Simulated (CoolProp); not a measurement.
Vapour-liquid equilibrium of isobutane (1) + n-butane (2) at 1.33 MPa; x and y are mole fractions of (1).

Computed with CoolProp (multi-fluid Helmholtz-energy mixture model, Bücker 2006 and Bücker 2006; pair parameters Kunz 2012).

**Question.** Give the bubble temperature and the first vapour's composition at x = 0.125, 0.575, 0.65. Is there an azeotrope?

**Answer.** x = 0.125: 364.5 K, y = 0.147; x = 0.575: 358.3 K, y = 0.622; x = 0.65: 357.3 K, y = 0.693. No azeotrope shows between x = 0.05 and 0.95.

The pair parameters rest on a limited set of measurements; away from them the model extrapolates.
